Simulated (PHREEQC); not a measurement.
Consider water at 76 °C with 0.019 mol HCl and 0.00068 mol NaCl per kg of water. Closed to the air; pH follows from the charge balance.

The numbers come from PHREEQC with the ion-association model, phreeqc.dat.

Precipitation was switched off in this run.

### Question
Predict the pH, specific conductance.

### Answer
pH 1.78; specific conductance 17600 µS/cm.

Constants without temperature data keep their 25 °C values here.
